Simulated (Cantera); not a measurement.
An isothermal, constant-pressure homogeneous reactor starts with NH3 : H2 = 1 : 0.61 (molar parts), at 1675 K and 0.178 atm. Integrator tolerance rtol = 1e-08.

Cantera simulation using the gas-phase N/H chemistry of the illustrative SiF4/NH3 mechanism in the Surface Chemkin manual (1991); the numbers are that mechanism's predictions, not measurements. Walls and surfaces, which speed up NH3 decomposition in real reactors, are not modelled.

**Question.** What does this change do: temperature 1675 to 2323 K?

**Answer.** 
| quantity | before | after |
|---|---|---|
| x(NH3) at 40.0 s | 0.0439 (gas-phase equilibrium 2.19e-6) | 6.96e-7 (gas-phase equilibrium 6.96e-7) |
| x(H2) at 40.0 s | 0.778 (gas-phase equilibrium 0.808) | 0.788 (gas-phase equilibrium 0.788) |
| x(N2) at 40.0 s | 0.178 (gas-phase equilibrium 0.192) | 0.189 (gas-phase equilibrium 0.189) |
| x(N2H2) at 40.0 s | 1.72e-8 (gas-phase equilibrium <1e-12) | <1e-12 (gas-phase equilibrium <1e-12) |
| x(NH2) at 40.0 s | 2.29e-5 (gas-phase equilibrium 1.67e-9) | 6.46e-8 (gas-phase equilibrium 6.46e-8) |

**Question.** What does this change do: H2 0.61 to 0.082 parts?

**Answer.** 
| quantity | before | after |
|---|---|---|
| x(NH3) at 40.0 s | 0.0439 (gas-phase equilibrium 2.19e-6) | 0.0463 (gas-phase equilibrium 2.23e-6) |
| x(H2) at 40.0 s | 0.778 (gas-phase equilibrium 0.808) | 0.725 (gas-phase equilibrium 0.760) |
| x(N2) at 40.0 s | 0.178 (gas-phase equilibrium 0.192) | 0.228 (gas-phase equilibrium 0.240) |
| x(N2H2) at 40.0 s | 1.72e-8 (gas-phase equilibrium <1e-12) | 1.95e-8 (gas-phase equilibrium <1e-12) |
| x(NH2) at 40.0 s | 2.29e-5 (gas-phase equilibrium 1.67e-9) | 2.42e-5 (gas-phase equilibrium 1.76e-9) |
